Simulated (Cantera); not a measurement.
A perfectly stirred reactor is fed with 40.3 % H2, 12.6 % O2, 47.1 % N2, equivalence ratio 1.6, at 500000 Pa; it is adiabatic with a 725 K inlet, and is followed from long to short residence time, starting on the burning branch (τ in s: 0.23, 0.083, 0.03, 0.011, 0.0039, 0.0014, 0.00051, 0.00018, 6.6e-05, 2.4e-05, 8.6e-06, 3.1e-06).

Model: the H2/O2 subset of GRI-Mech 3.0, which has no nitrogen chemistry, integrated in Cantera. The hydrogen kinetics of GRI-Mech 3.0 are dated; newer H2 mechanisms differ, most at raised pressure.

Question: Predict: blow-out, bracketed by the residence times tried; x(H2) at τ = 0.230 s; x(O2) at τ = 0.230 s; x(H2O) at τ = 0.230 s; x(H) at τ = 0.230 s; x(OH) at τ = 0.230 s; x(H2) at τ = 0.510 ms; x(O2) at τ = 0.510 ms; x(H2O) at τ = 0.510 ms; x(H) at τ = 0.510 ms; x(OH) at τ = 0.510 ms.

Answer: 
- blow-out, bracketed by the residence times tried = burning at 3.10 µs, the shortest tried
- x(H2) at τ = 0.230 s = 0.171
- x(O2) at τ = 0.230 s = 2.79e-5
- x(H2O) at τ = 0.230 s = 0.284
- x(H) at τ = 0.230 s = 0.00538
- x(OH) at τ = 0.230 s = 0.00192
- x(H2) at τ = 0.510 ms = 0.169
- x(O2) at τ = 0.510 ms = 0.000343
- x(H2O) at τ = 0.510 ms = 0.280
- x(H) at τ = 0.510 ms = 0.0118
- x(OH) at τ = 0.510 ms = 0.00396
